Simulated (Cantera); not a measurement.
## Low-pressure radical oxidation in H2/O2

An isothermal, constant-pressure homogeneous reactor starts with 7.83 % H₂, 92.2 % O₂, equivalence ratio 0.043, at 1450 K and 0.0385 atm.

Model: the H2/O2 subset of GRI-Mech 3.0, which has no nitrogen chemistry, integrated in Cantera. Radical loss at walls, strong at low pressure, is not modelled. The temperature is held fixed by assumption; the heat of reaction is taken as removed at once.

| t (s) | x H₂ | x O₂ | x H₂O | x H | x OH |
|---|---|---|---|---|---|
| 1.00e-6 | 0.0783 | 0.922 | 2.45e-11 | 8.92e-9 | 7.27e-10 |
| 3.35e-6 | 0.0783 | 0.922 | 8.16e-10 | 2.59e-8 | 7.01e-9 |
| 1.12e-5 | 0.0783 | 0.922 | 2.31e-8 | 7.11e-8 | 5.59e-8 |
| 3.76e-5 | 0.0783 | 0.922 | 6.59e-7 | 3.97e-7 | 5.43e-7 |
| 0.000126 | 0.0781 | 0.922 | 0.000135 | 4.92e-5 | 7.38e-5 |
| 0.000422 | 0.00215 | 0.860 | 0.0654 | 0.0118 | 0.0100 |
| 0.00141 | 0.00170 | 0.867 | 0.0679 | 0.00936 | 0.00913 |
| 0.00474 | 0.00115 | 0.885 | 0.0724 | 0.00494 | 0.00758 |
| 0.0159 | 0.000395 | 0.907 | 0.0779 | 0.000937 | 0.00450 |
| 0.0532 | 6.20e-5 | 0.916 | 0.0804 | 5.68e-5 | 0.00179 |
| 0.178 | 8.01e-6 | 0.918 | 0.0812 | 2.63e-6 | 0.000646 |
| 0.597 | 1.33e-6 | 0.918 | 0.0814 | 1.80e-7 | 0.000264 |
| 2.00 | 4.55e-7 | 0.918 | 0.0815 | 3.61e-8 | 0.000155 |
x: mole fraction; the columns are a selection and need not sum to one.

Equilibrium at this temperature and pressure: H₂ 4.10e-7, O₂ 0.918, H₂O 0.0815, H 3.09e-8, OH 0.000147 (gas phase only).
